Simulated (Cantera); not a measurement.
Ta2O5 + CO + H2 (carbothermic reduction)

Input: 1 mol Ta2O5, 3 mol CO, 0.29 mol H2, at 0.000220 bar.

These are equilibrium values from Cantera (NASA tables, ideal gas, pure condensed phases), not measurements of a reactor. Candidate condensed phases: C, C6H6, C7H8, C8H18, H2O, Ta, TaC, Ta2O5; 113 gas species. Mutual solubility and eutectic melting of coexisting phases are not modelled. TaC: taken at fixed stoichiometry. Condensed phases not in the tables: Ta2C. Rates play no part.

From 873 K to 973 K the condensed part is C(graphite) + Ta2O5(s). From 1073 K to 1573 K the condensed part is Ta2O5(s). At 1673 K the condensed part is TaC(s) + Ta2O5(s). From 1773 K to 1973 K the condensed part is Ta2O5(s). At 2073 K the condensed part is Ta2O5(l).

| T (K) | x CO | x H2 | x H | x TaO2 | x CO2 | x H2O | x TaO | n C(graphite) | n Ta2O5(s) | n TaC(s) | n Ta2O5(l) |
|---|---|---|---|---|---|---|---|---|---|---|---|
| 873 | 0.910 | 0.0883 | 9.37e-10 | <1e-12 | 0.00207 | 7.51e-5 | <1e-12 | 0.00703 | 1.00 | 0 | 0 |
| 973 | 0.912 | 0.0882 | 2.16e-8 | <1e-12 | 0.000183 | 1.10e-5 | <1e-12 | 0.000639 | 1.00 | 0 | 0 |
| 1073 | 0.912 | 0.0881 | 2.80e-7 | <1e-12 | 0.000176 | 1.57e-5 | <1e-12 | 0 | 1.000 | 0 | 0 |
| 1173 | 0.912 | 0.0881 | 2.36e-6 | <1e-12 | 0.000173 | 2.13e-5 | <1e-12 | 0 | 1.000 | 0 | 0 |
| 1273 | 0.912 | 0.0881 | 1.43e-5 | 1.43e-12 | 0.000171 | 2.73e-5 | <1e-12 | 0 | 1.000 | 0 | 0 |
| 1373 | 0.912 | 0.0881 | 6.66e-5 | 1.32e-10 | 0.000168 | 3.35e-5 | 2.44e-12 | 0 | 1.000 | 0 | 0 |
| 1473 | 0.912 | 0.0880 | 0.000253 | 6.49e-9 | 0.000167 | 3.98e-5 | 2.35e-10 | 0 | 1.000 | 0 | 0 |
| 1573 | 0.911 | 0.0877 | 0.000812 | 1.92e-7 | 0.000165 | 4.60e-5 | 1.26e-8 | 0 | 1.000 | 0 | 0 |
| 1673 | 0.911 | 0.0869 | 0.00226 | 3.73e-6 | 0.000164 | 5.17e-5 | 4.12e-7 | 0 | 1.000 | 0.000201 | 0 |
| 1773 | 0.909 | 0.0850 | 0.00559 | 5.12e-5 | 0.000163 | 5.65e-5 | 9.03e-6 | 0 | 1.000 | 0 | 0 |
| 1873 | 0.905 | 0.0813 | 0.0124 | 0.000431 | 0.000241 | 8.89e-5 | 7.73e-5 | 0 | 0.999 | 0 | 0 |
| 1973 | 0.898 | 0.0742 | 0.0248 | 0.00186 | 0.000825 | 0.000306 | 0.000141 | 0 | 0.997 | 0 | 0 |
| 2073 | 0.883 | 0.0625 | 0.0443 | 0.00659 | 0.00261 | 0.000897 | 0.000217 | 0 | 0 | 0 | 0.988 |
x: gas mole fraction; n: condensed amount in mol.
